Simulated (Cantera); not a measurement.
An isothermal, constant-pressure homogeneous reactor starts with NH3 : H2 = 1 : 0.16 (molar parts), at 2298 K and 3200 Pa.

Model: the gas-phase N/H chemistry of the illustrative SiF4/NH3 mechanism in the Surface Chemkin manual (1991), integrated in Cantera. Walls and surfaces, which speed up NH3 decomposition in real reactors, are not modelled.

x: mole fraction; the columns are a selection and need not sum to one.

```json
[
 {"t (s)": "3.00e-6", "x NH3": "0.862", "x H2": "0.138", "x N2H2": "4.00e-11", "x H": "5.22e-6", "x N": "<1e-12", "x N2H4": "<1e-12"},
 {"t (s)": "1.96e-5", "x NH3": "0.862", "x H2": "0.138", "x N2H2": "9.74e-9", "x H": "1.32e-5", "x N": "7.68e-11", "x N2H4": "5.55e-11"},
 {"t (s)": "0.000128", "x NH3": "0.860", "x H2": "0.138", "x N2H2": "1.02e-6", "x H": "6.36e-5", "x N": "8.76e-8", "x N2H4": "2.48e-9"},
 {"t (s)": "0.000838", "x NH3": "0.848", "x H2": "0.145", "x N2H2": "2.79e-5", "x H": "0.000249", "x N": "3.40e-6", "x N2H4": "3.56e-8"},
 {"t (s)": "0.00548", "x NH3": "…", "x H2": "…", "x N2H2": "…", "x H": "…", "x N": "…", "x N2H4": "…"},
 {"t (s)": "0.0358", "x NH3": "0.398", "x H2": "0.475", "x N2H2": "1.01e-5", "x H": "0.000955", "x N": "7.29e-6", "x N2H4": "1.15e-8"},
 {"t (s)": "0.234", "x NH3": "0.0183", "x H2": "0.751", "x N2H2": "3.17e-7", "x H": "0.00406", "x N": "8.99e-6", "x N2H4": "1.78e-10"},
 {"t (s)": "1.53", "x NH3": "…", "x H2": "0.728", "x N2H2": "<1e-12", "x H": "0.0454", "x N": "…", "x N2H4": "<1e-12"},
 {"t (s)": "10.0", "x NH3": "1.24e-7", "x H2": "0.728", "x N2H2": "<1e-12", "x H": "0.0460", "x N": "1.01e-7", "x N2H4": "<1e-12"}
]
```

Problem. Fill in the missing entries.

Solution. 
- 0.00548, x NH3: 0.757
- 0.00548, x H2: 0.212
- 0.00548, x N2H2: 2.56e-5
- 0.00548, x H: 0.000374
- 0.00548, x N: 4.83e-6
- 0.00548, x N2H4: 3.11e-8
- 1.53, x NH3: 4.06e-7
- 1.53, x N: 3.18e-7
